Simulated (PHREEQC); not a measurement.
Phosphoric acid bath (model solution)

Make-up at 25 °C: 0.0014 mol H3PO4 and 0.11 mol HNO3 per kg of water. Closed to the air; pH follows from the charge balance.

Equilibrium calculation in PHREEQC: ion-association model, wateq4f.dat.

This is a speciation only: nothing precipitates in the calculation.

Task: Estimate the pH.

Result: pH 1.04.

Task: In which forms is P present?

Result: H3PO4 91 %, H2PO4- 9.0 % of the P.

H3PO4, which wateq4f.dat lacks, is added to it with the constant of phreeqc.dat.
